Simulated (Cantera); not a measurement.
Feed: 1 mol NH3, 0.69 mol SO2, 0.038 mol O2, at 1398.15 K.

Equilibrium computed with Cantera from the NASA thermochemical tables; the gas is ideal and each condensed phase is pure. Candidate condensed phases: H2O, H2SO4, S; 35 gas species. The ideal-gas law is rough above about 30 bar. The numbers say what is thermodynamically allowed, not how fast it happens.

log p: log10 of the partial pressure in bar; nothing condenses.

```
P (Pa)    log p H2O  log p N2  log p H2  log p H2S  log p S2  log p SO2
--------  ---------  --------  --------  ---------  --------  ---------
10            -4.41     -4.69     -4.67      -6.42     -5.07      -5.02
120             [?]       [?]       [?]        [?]       [?]        [?]
1400          -2.16     -2.53     -2.83      -3.46     -2.84      -3.11
17000         -1.05     -1.44     -1.96      -2.06     -1.79      -2.09
210000         0.05     -0.34     -1.16      -0.75     -0.77      -0.99
2500000         [?]       [?]       [?]        [?]       [?]        [?]
30000000       2.19      1.82      0.31       1.65      1.10       1.29
```

What belongs in the gaps?


- 120, log p H2O: -3.27
- 120, log p N2: -3.61
- 120, log p H2: -3.73
- 120, log p H2S: -4.90
- 120, log p S2: -3.93
- 120, log p SO2: -4.06
- 2500000, log p H2O: 1.12
- 2500000, log p N2: 0.74
- 2500000, log p H2: -0.41
- 2500000, log p H2S: 0.47
- 2500000, log p S2: 0.19
- 2500000, log p SO2: 0.14
